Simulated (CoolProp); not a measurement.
Dimethyl carbonate at 298.15 K and 0.0059 MPa is throttled through a valve to 0.000185 MPa with no heat exchange. Each further row changes one setting.

Computed with CoolProp (reference Helmholtz-energy equation of state, Zhou 2011).

```
case                          final density (kg/m³)
----------------------------  ---------------------
as stated                                   0.00673
outlet pressure 5.55e-05 MPa                0.00202
outlet pressure 0.000241 MPa                0.00877
```
